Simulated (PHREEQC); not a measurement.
## Metal-bearing waste water

Consider water at 55 °C with 0.0017 mol/kgw FeCl3, 0.026 mol/kgw MgSO4, 0.00051 mol/kgw NaHCO3 and 0.00021 mol/kgw NaCl. Closed to the air; pH follows from the charge balance.

Computed with PHREEQC (ion-association model, phreeqc.dat).

This is a speciation only: nothing precipitates in the calculation.

Q: Predict the pH.

A: pH 3.30.

Q: In which forms is S present?

A: MgSO4 51 %, SO4-2 44 %, HSO4- 2.4 %, FeSO4+ 1.8 % of the S.

Saturation is exceeded, for instance for Hematite (slow to form), Goethite (slow to form); the values hold only as long as no solid forms. Complexes and solids missing from the database can't appear. Constants without temperature data keep their 25 °C values here.
